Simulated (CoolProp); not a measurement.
Vapour-liquid equilibrium of benzene (1) + o-xylene (2) at 0.0502 MPa; x and y are mole fractions of (1).

Model: multi-fluid Helmholtz-energy mixture model, Thol 2012 and Zhou 2012; pair parameters Bell 2016, in CoolProp.

```tsv
x	bubble temperature, mixture model (°C)	bubble temperature, Raoult's law (°C)	y, mixture model	y, Raoult's law
0.05	[?]	112.2	0.212	0.247
0.15	101.4	100.4	[?]	0.545
0.25	90.8	91.5	0.718	0.708
0.35	82.5	84.4	[?]	0.805
0.45	[?]	78.6	0.884	0.868
0.55	71.4	73.8	0.921	0.911
0.65	67.7	69.7	0.945	0.942
0.75	[?]	66.1	[?]	0.964
0.85	62.4	63.0	[?]	0.981
0.95	60.1	60.2	0.992	0.995
```

Q: Some entries are withheld; supply them.

A: 
- 0.05, bubble temperature, mixture model (°C): 113.5
- 0.15, y, mixture model: 0.530
- 0.35, y, mixture model: 0.824
- 0.45, bubble temperature, mixture model (°C): 76.1
- 0.75, bubble temperature, mixture model (°C): 64.9
- 0.75, y, mixture model: 0.963
- 0.85, y, mixture model: 0.977

The largest gap from Raoult's law is -2.5 K in bubble temperature, at x = 0.45. No azeotrope shows between x = 0.05 and 0.95.

The pair parameters rest on a limited set of measurements; away from them the model extrapolates. The gap from Raoult's law changes sign with composition, which may be real or a fault of the pair parameters; it wasn't checked against measurements.
